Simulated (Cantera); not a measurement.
An isothermal, constant-pressure homogeneous reactor starts with 28.6 % CH4, 71.4 % H2O, at 1450 K and 1.09 atm.

Model: GRI-Mech 3.0 (53 species, 325 reactions), integrated in Cantera.

One state of this run: x CH4 = 0.269; x H2O = 0.708; x CH3 = 0.000108; x OH = 3.35e-7; x C2H2 = 0.00284; x O2 = 8.63e-12; x H2 = 0.0160. x: mole fraction; the columns are a selection and need not sum to one.

**Question.** Which value of t (s) does it belong to?
A) 0.461
B) 0.0510
C) 0.106
D) 0.00271

**Answer.** B, 0.0510
